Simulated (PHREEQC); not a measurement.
Reverse-osmosis permeate (model solution)

A made-up water analysis in mg/L, 25 °C, pH 6.99, pe 11.7:

```tsv
constituent	mg/L
Na	6.3
K	1.42
Ca	7.15
Mg	0.44
Cl	8.36
S(6) as SO4	7.98
Alkalinity as HCO3	19.2
Li	0.00088
```

Valence states are taken as typed.

Computed with PHREEQC (ion-association model, wateq4f.dat).

This is a speciation only: nothing precipitates in the calculation.

Task: Predict the charge-balance error.

Result: charge-balance error -0.9 %.

Task: In which forms is C present?

Result: HCO3- 82 %, CO2 18 % of the C.
